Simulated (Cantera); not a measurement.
Charge: 1 mol MgO, 3.4 mol CH₄, 0.01 mol CO, equilibrated at 1377 °C and 7900 Pa.

These are equilibrium values from Cantera (NASA tables, ideal gas, pure condensed phases), not measurements of a reactor. Candidate condensed phases: C, C₆H₆, C₇H₈, C₈H₁₈, H₂O, Mg, MgCO₃, MgO, Mg(OH)₂; 116 gas species. The tables' values for MgH are old estimates; treat these amounts as uncertain. Rates play no part.

Base state: H₂ 0.816, CO 0.0926, Mg 0.0912, H 0.000292, MgH 0.000277, CH₄ 6.98e-5, C₂H₂ (acetylene) 3.72e-5 (mole fractions); condensed: C(graphite) + MgO(s).

Problem. What changes in the equilibrium state with this change: MgO replaced by PbO?

Solution. 
```
species             before    after
----------------  --------  -------
H₂                   0.816    0.771
CO                  0.0926    0.115
Pb                       0    0.113
Mg                  0.0912        0
MgH               0.000277        0
Pb₂                      0  1.11e-5
CH₄                6.98e-5  6.25e-5
C(graphite), mol      2.64     2.40
MgO(s), mol          0.238        0
```
Further candidate phases: Pb, PbO, PbO₂, Pb₃O₄.

Problem. What changes in the equilibrium state with this change: pressure from 7900 Pa to 1000 Pa?

Solution. 
```
species             before     after
----------------  --------  --------
H₂                   0.816     0.771
CO                  0.0926     0.115
Mg                  0.0912     0.113
CH₄                6.98e-5   7.90e-6
H                 0.000292  0.000798
MgH               0.000277  0.000119
C(graphite), mol      2.64      2.40
MgO(s), mol          0.238         0
```
